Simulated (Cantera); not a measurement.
What does this Cantera script print?

```python
import numpy as np
import cantera as ct

gas_names = """
    CL CL2 H HCL H2 Si SiCL SiCL2 SiCL3 SiCL4 SiH SiHCL3 SiH2 SiH2CL2 SiH3 SiH3CL SiH4 Si2 Si3
""".split()
cond_names = """
    Si(cr) Si(L)
""".split()


# ... load() reads the species with a 1 bar reference pressure and builds the phases ...
atoms = {
    'Si2H6': {'Si': 2, 'H': 6},
    'Cl2': {'CL': 2},
    'H2': {'H': 2},
}
top_T = {}  # K; cautious upper limits of use, not melting points


# ... equilibrate(T, P, feed) seeds the gas with the atoms and calls Mixture.equilibrate('TP', solver="vcs", rtol=1e-11, max_steps=5000) ...
results = []
feed = {'Si2H6': 1, 'Cl2': 0.18, 'H2': 10}  # mol
P = 8900  # Pa
for T in [948, 1023, 1098, 1173, 1248, 1323, 1398, 1473]:
    mix = equilibrate(T, P, feed)
    results.append((T, P, feed, dict(zip(mix.species_names, mix.species_moles))))

top = {s: max(r[3][s] / sum(r[3][g] for g in gas_names) for r in results) for s in gas_names}
cols = sorted((s for s in top if top[s] > 1e-06), key=lambda s: -top[s])[:5]
seen = [c for c in cond_names if any(r[3].get(c, 0) > 1e-12 for r in results)]
print("log10 of partial pressures in bar; condensed amounts in mol")
print(f"{'T/K':>10s}" + "".join(f"{s[:9]:>10s}" for s in cols + seen))
for T, P, feed, n in results:
    ng = sum(n[g] for g in gas_names)
    print(f"{T:10.4g}" + "".join(f"{np.log10(max(n[s] / ng * P / 1e5, 1e-99)):10.3f}" for s in cols)
          + "".join(f"{n.get(c, 0):10.4g}" for c in seen))
```

Output:

```
log10 of partial pressures in bar; condensed amounts in mol
       T/K        H2       HCL     SiCL4    SiHCL3     SiCL2    Si(cr)
       948    -1.056    -3.279    -3.528    -3.651    -5.321     1.919
      1023    -1.057    -3.028    -3.659    -3.761    -4.749     1.935
      1098    -1.059    -2.845    -3.905    -3.956    -4.324     1.953
      1173    -1.061    -2.737    -4.322    -4.278    -4.056     1.968
      1248    -1.061    -2.692    -4.889    -4.712    -3.923     1.975
      1323    -1.062    -2.679    -5.499    -5.176    -3.860     1.976
      1398    -1.062    -2.677    -6.080    -5.618    -3.824     1.976
      1473    -1.062    -2.678    -6.612    -6.022    -3.798     1.976
```

Method: chemical equilibrium by Gibbs-energy minimisation in Cantera with the NASA 1993 tables (ideal gas, pure condensed phases). The feed counts by its element totals alone. The tables' values for SiCl3 are old estimates; treat these amounts as uncertain.
